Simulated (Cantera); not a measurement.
Input: 1 mol B, 0.68 mol NH3, 1.7 mol N2, held at 2373 K and 1.33 mbar.

Method: chemical equilibrium by Gibbs-energy minimisation in Cantera with the NASA 1993 tables (ideal gas, pure condensed phases). Candidate condensed phases: B, BN; 15 gas species. The tables' values for BH2 are old estimates; treat these amounts as uncertain. Kinetics and transport are ignored.

Base state: N2 0.596, H2 0.210, H 0.175, B 0.0180, BH2 0.000577, BN 0.000244, BH 0.000217 (mole fractions); condensed: B(l).

Q: What changes in the equilibrium state with this change: pressure from 1.33 mbar to 13.3 mbar?

A: 
```
species      before    after
---------  --------  -------
N2            0.596    0.644
H2            0.210    0.289
H             0.175   0.0650
B            0.0180  0.00180
BN         0.000244  8.01e-5
BH         0.000217  8.04e-5
B(l), mol     0.935    0.991
```

Q: What changes in the equilibrium state with this change: pressure from 1.33 mbar to 0.250 bar?

A: 
```json
[
 {"species": "N2", "before": "0.596", "after": "0.596"},
 {"species": "H2", "before": "0.210", "after": "0.386"},
 {"species": "H", "before": "0.175", "after": "0.0174"},
 {"species": "B", "before": "0.0180", "after": "2.88e-5"},
 {"species": "BH2", "before": "0.000577", "after": "0.000318"},
 {"species": "BN", "before": "0.000244", "after": "5.34e-6"},
 {"species": "BH", "before": "0.000217", "after": "6.44e-6"},
 {"species": "B(l), mol", "before": "0.935", "after": "0"},
 {"species": "BN(s), mol", "before": "0", "after": "0.999"}
]
```
